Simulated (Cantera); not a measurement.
Input (Python, Cantera) and output of one run.

```python
import numpy as np
import cantera as ct

gas_names = """
    H HO2 H2 H2O H2O2 O OH O2 O3 Si SiH SiH2 SiH3 SiH4 SiO SiO2 Si2 Si3
""".split()
cond_names = """
    H2O(s) H2O(L) Si(cr) Si(L) SiO2(Lqz) SiO2(hqz) SiO2(L)
""".split()


def load(file, names, dense=False):
    # The tables refer to 1 bar. Condensed volumes are neglected.
    table = {s.name: s for s in ct.Species.list_from_file(file)}
    out = []
    for n in names:
        d = dict(table[n].input_data)
        d["thermo"] = dict(d["thermo"], **{"reference-pressure": 1e5})
        if dense:
            d["equation-of-state"] = {"model": "constant-volume", "density": "1e6 g/cm^3"}
        out.append(ct.Species.from_dict(d))
    return out


gas = ct.Solution(thermo="ideal-gas", species=load("nasa_gas.yaml", gas_names))
cond = {s.name: ct.Solution(thermo="fixed-stoichiometry", species=[s], name=s.name)
        for s in load("nasa_condensed.yaml", cond_names, dense=True)}
atoms = {
    'Si2H6': {'Si': 2, 'H': 6},
    'O3': {'O': 3},
}
top_T = {}  # K; cautious upper limits of use, not melting points


def equilibrate(T, P, feed):
    n = {}
    for name, mol in feed.items():
        for a, k in atoms[name].items():
            n[a] = n.get(a, 0.0) + k * mol
    gas.TPX = T, P, n
    mass = sum(n.values()) * gas.mean_molecular_weight
    gas.equilibrate("TP")
    valid = [c for c in cond.values() if c.min_temp <= T <= top_T.get(c.name, c.max_temp)]
    mix = ct.Mixture([(gas, mass / gas.mean_molecular_weight)] + [(c, 0.0) for c in valid])
    mix.T, mix.P = T, P
    mix.equilibrate("TP", solver="vcs", rtol=1e-11, max_steps=5000)
    return mix


results = []
feed = {'Si2H6': 1, 'O3': 0.053}  # mol
P = 1100  # Pa
for T in [1475, 1525, 1575, 1625, 1675, 1725, 1775]:
    mix = equilibrate(T, P, feed)
    results.append((T, P, feed, dict(zip(mix.species_names, mix.species_moles))))

top = {s: max(r[3][s] / sum(r[3][g] for g in gas_names) for r in results) for s in gas_names}
cols = sorted((s for s in top if top[s] > 0.0001), key=lambda s: -top[s])[:6]
seen = [c for c in cond_names if any(r[3].get(c, 0) > 1e-12 for r in results)]
print("log10 of partial pressures in bar; condensed amounts in mol")
print(f"{'T/K':>10s}" + "".join(f"{s[:9]:>10s}" for s in cols + seen))
for T, P, feed, n in results:
    ng = sum(n[g] for g in gas_names)
    print(f"{T:10.4g}" + "".join(f"{np.log10(max(n[s] / ng * P / 1e5, 1e-99)):10.3f}" for s in cols)
          + "".join(f"{n.get(c, 0):10.4g}" for c in seen))
```

It prints:

```
log10 of partial pressures in bar; condensed amounts in mol
       T/K        H2       SiO         H        Si    Si(cr)     Si(L) SiO2(hqz)
      1475    -1.972    -3.487    -5.873    -8.240     1.875         0   0.03368
      1525    -1.981    -3.257    -5.617    -7.724     1.841         0         0
      1575    -1.981    -3.257    -5.372    -7.241     1.841         0         0
      1625    -1.981    -3.257    -5.142    -6.788     1.841         0         0
      1675    -1.982    -3.257    -4.926    -6.363     1.841         0         0
      1725    -1.982    -3.257    -4.722    -5.993         0     1.841         0
      1775    -1.982    -3.257    -4.530    -5.659         0      1.84         0
```

These are equilibrium values from Cantera (NASA tables, ideal gas, pure condensed phases), not measurements of a reactor. The feed counts by its element totals alone. Mutual solubility and eutectic melting of coexisting phases are not modelled. The tables hold silica as quartz up to 1696 K and as liquid above; real silica turns to tridymite and cristobalite and melts near 1996 K. Gases not in the tables: Si2H6 and higher silanes.
